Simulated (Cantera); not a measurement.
A Cantera script and its output.

```python
import numpy as np
import cantera as ct

gas = ct.Solution("gri30.yaml")
gas.TP = 300, 100000
flame = ct.CounterflowDiffusionFlame(gas, width=0.02)
flame.fuel_inlet.X, flame.fuel_inlet.T = {'CH4': 1, 'N2': 0.4}, 573
flame.oxidizer_inlet.X, flame.oxidizer_inlet.T = {'O2': 0.24, 'N2': 0.76}, 775
flame.set_refine_criteria(ratio=3, slope=0.12, curve=0.24, prune=0.03)
show = ['OH', 'H', 'NO', 'CO', 'C2H2']

rows = []
print(f"{'mdot':>8s}{'a_max':>10s}{'a_mean':>10s}{'Tmax/K':>9s}" + "".join(f"{s:>11s}" for s in show) + "   (peak mole fractions)")
for i, mdot in enumerate([0.25, 0.34, 0.46, 0.62, 0.84, 1.1, 1.6, 2.1, 2.8, 3.9]):  # kg/m2/s on the oxidiser side
    flame.oxidizer_inlet.mdot, flame.fuel_inlet.mdot = mdot, 0.92 * mdot
    flame.solve(loglevel=0, auto=(i == 0))
    if flame.T.max() < max(573, 775) + 100:
        print(f"{mdot:8.3g}  no burning solution found from the previous one")
        break
    dT = np.abs(np.gradient(flame.T, flame.grid))
    rows.append([flame.strain_rate("max"), flame.strain_rate("mean"), flame.T.max(),
                 *(flame.X[gas.species_index(s)].max() for s in show), max(dT[0], dT[-1]) / dT.max()])
    print(f"{mdot:8.3g}{rows[-1][0]:10.1f}{rows[-1][1]:10.1f}{rows[-1][2]:9.1f}" + "".join(f"{x:11.3e}" for x in rows[-1][3:-1]))
```

Output:

```
    mdot     a_max    a_mean   Tmax/K         OH          H         NO         CO       C2H2   (peak mole fractions)
    0.25     239.6      56.0   2308.2  1.273e-02  5.963e-03  5.282e-04  7.680e-02  1.804e-02
    0.34     317.0      76.1   2291.9  1.276e-02  6.235e-03  4.842e-04  7.531e-02  1.739e-02
    0.46     417.8     103.0   2277.6  1.272e-02  6.477e-03  4.450e-04  7.394e-02  1.679e-02
    0.62     549.7     138.8   2264.4  1.266e-02  6.715e-03  4.077e-04  7.263e-02  1.611e-02
    0.84     727.7     188.0   2251.3  1.257e-02  6.949e-03  3.697e-04  7.143e-02  1.540e-02
     1.1     935.0     246.2   2240.2  1.247e-02  7.158e-03  3.359e-04  7.058e-02  1.481e-02
     1.6    1326.3     358.1   2222.2  1.222e-02  7.385e-03  2.849e-04  6.950e-02  1.385e-02
     2.1    1710.3     470.0   2206.5  1.195e-02  7.492e-03  2.456e-04  6.882e-02  1.305e-02
     2.8    2238.3     626.7   2187.6  1.157e-02  7.542e-03  2.031e-04  6.827e-02  1.207e-02
     3.9    3054.0     872.9   2161.0  1.098e-02  7.467e-03  1.536e-04  6.776e-02  1.064e-02
```

Cantera simulation using GRI-Mech 3.0 (53 species, 325 reactions); the numbers are that mechanism's predictions, not measurements. GRI-Mech 3.0 has no aromatics or soot, which form on the fuel side of real flames. The maximum strain rate includes the flame's own expansion and is several times the mean.
